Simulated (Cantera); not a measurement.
Charge: 1 mol MgO, 0.11 mol O2, 3.2 mol CO2, 0.42 mol H2S, equilibrated at 873.15 K and 33.0 mbar.

Method: chemical equilibrium by Gibbs-energy minimisation in Cantera with the NASA 1993 tables (ideal gas, pure condensed phases). Candidate condensed phases: C, C6H6, C7H8, C8H18, H2O, H2SO4, Mg, MgCO3, MgO, Mg(OH)2, MgS, MgSO4, S; 130 gas species. Gases not in the tables: S3 to S7. Kinetics and transport are ignored.

Base state: CO2 0.840, H2O 0.0703, H2S 0.0399, S2 0.0325, CO 0.00839, COS 0.00574, H2 0.00187, SO2 0.00124 (mole fractions); condensed: MgO(s).

Q: What changes in the equilibrium state with this change: CO2 from 3.2 to 0.039 mol?

A: 
```tsv
species	before	after
H2O	0.0703	0.375
H2S	0.0399	0.356
S2	0.0325	0.187
CO2	0.840	0.0673
CO	0.00839	0.000469
S2O	7.16e-5	0.000590
COS	0.00574	0.000769
SO2	0.00124	0.00610
H2	0.00187	0.00697
MgO(s), mol	1.00	1.00
```

Q: What changes in the equilibrium state with this change: temperature from 873.15 K to 898.15 K?

A: 
| species | before | after |
|---|---|---|
| CO2 | 0.840 | 0.835 |
| H2O | 0.0703 | 0.0730 |
| H2S | 0.0399 | 0.0365 |
| CO | 0.00839 | 0.0116 |
| S2 | 0.0325 | 0.0340 |
| H2 | 0.00187 | 0.00236 |
| SO2 | 0.00124 | 0.00143 |
| MgO(s), mol | 1.00 | 1.00 |

Q: What changes in the equilibrium state with this change: pressure from 33.0 mbar to 0.133 bar?

A: 
```tsv
species	before	after
CO2	0.840	0.844
H2O	0.0703	0.0672
H2S	0.0399	0.0441
CO	0.00839	0.00506
S2	0.0325	0.0299
H2	0.00187	0.00107
S2O	7.16e-5	0.000110
MgO(s), mol	1.00	1.00
```
